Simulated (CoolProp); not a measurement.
A single-stage vapour-compression cycle with C3F8 (R218): evaporating at 248.15 K (dew point), condensing at 275.15 K (bubble point), superheat 2 K, subcooling 5 K, compressor efficiency 0.65, no pressure losses. Each further row changes one setting.

Values from CoolProp's reference Helmholtz-energy equation of state, Lemmon 2006. It is a short technical equation, of lower accuracy than the large ones.

```csv
case,cooling COP,pressure ratio,discharge temperature (K),refrigerating effect (kJ/kg),volumetric capacity (kJ/m³)
as stated,?,2.64,275.6,79.4,1300
evaporating temperature 253.15 K,6.79,2.16,275.7,82.5,1630
condensing temperature 270.15 K,6.70,2.24,271.2,84.7,1380
subcooling 10 K,5.59,2.64,275.6,84.7,1380
superheat 12 K,?,2.64,?,87.0,1350
compressor efficiency 0.55,?,2.64,?,79.4,1300
```

Task: Some entries are withheld; supply them.

Result: 
- as stated, cooling COP: 5.25
- superheat 12 K, cooling COP: 5.41
- superheat 12 K, discharge temperature (K): 285.7
- compressor efficiency 0.55, cooling COP: 4.44
- compressor efficiency 0.55, discharge temperature (K): 278.9
